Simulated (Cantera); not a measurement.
Mixture: 9.84 % CO, 5.31 % H2, 8.96 % CH4, 15.9 % O2, 59.9 % N2, equivalence ratio 1.6, at 750 Torr, adiabatic and at constant pressure. Ignition delay is the time to a rise of 400 K.

Computed with Cantera and GRI-Mech 3.0 (53 species, 325 reactions).

### Question
Predict: delay at 1223 K; delay at 1298 K; delay at 1373 K; delay at 1448 K; delay at 1523 K; apparent activation energy between 1373 and 1523 K.

### Answer
```
Property                                                Result
--------------------------------------------------  ----------
delay at 1223 K                                        2.03 ms
delay at 1298 K                                        1.08 ms
delay at 1373 K                                       0.598 ms
delay at 1448 K                                       0.351 ms
delay at 1523 K                                       0.218 ms
apparent activation energy between 1373 and 1523 K  120 kJ/mol
```
